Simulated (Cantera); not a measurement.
An isothermal, constant-pressure homogeneous reactor starts with CH4 : N2 = 1 : 73 (molar parts), at 1373 K and 0.110 bar. Integrator tolerance rtol = 1e-08.

Model: GRI-Mech 3.0 (53 species, 325 reactions), integrated in Cantera. GRI-Mech 3.0 stops at C3 and has no aromatics, soot or wall deposition, so with more carbon than oxygen in the feed, carbon stays in small species such as C2H2 where larger ones or solid carbon would form.

Q: What does this change do: N2 73 to 270 parts?

A: 
```tsv
quantity	before	after
x(CH4) at 4.00 s	0.0125 (gas-phase equilibrium 3.21e-5)	0.00341 (gas-phase equilibrium 1.39e-6)
x(CH2) at 4.00 s	9.95e-10 (gas-phase equilibrium 2.27e-12)	1.25e-9 (gas-phase equilibrium <1e-12)
x(C2H4) at 4.00 s	0.000181 (gas-phase equilibrium 1.86e-6)	6.45e-5 (gas-phase equilibrium 4.53e-8)
x(C2H) at 4.00 s	2.04e-11 (gas-phase equilibrium 4.27e-11)	1.16e-11 (gas-phase equilibrium 7.16e-12)
x(H2) at 4.00 s	0.00123 (gas-phase equilibrium 0.0199)	0.000328 (gas-phase equilibrium 0.00551)
x(C2H2) at 4.00 s	0.000280 (gas-phase equilibrium 0.000751)	6.23e-5 (gas-phase equilibrium 6.61e-5)
```

Q: What does this change do: N2 73 to 180 parts?

A: 
```tsv
quantity	before	after
x(CH4) at 4.00 s	0.0125 (gas-phase equilibrium 3.21e-5)	0.00511 (gas-phase equilibrium 3.73e-6)
x(CH2) at 4.00 s	9.95e-10 (gas-phase equilibrium 2.27e-12)	1.18e-9 (gas-phase equilibrium <1e-12)
x(C2H4) at 4.00 s	0.000181 (gas-phase equilibrium 1.86e-6)	9.12e-5 (gas-phase equilibrium 1.47e-7)
x(C2H) at 4.00 s	2.04e-11 (gas-phase equilibrium 4.27e-11)	1.41e-11 (gas-phase equilibrium 1.27e-11)
x(H2) at 4.00 s	0.00123 (gas-phase equilibrium 0.0199)	0.000504 (gas-phase equilibrium 0.00824)
x(C2H2) at 4.00 s	0.000280 (gas-phase equilibrium 0.000751)	0.000102 (gas-phase equilibrium 0.000143)
```
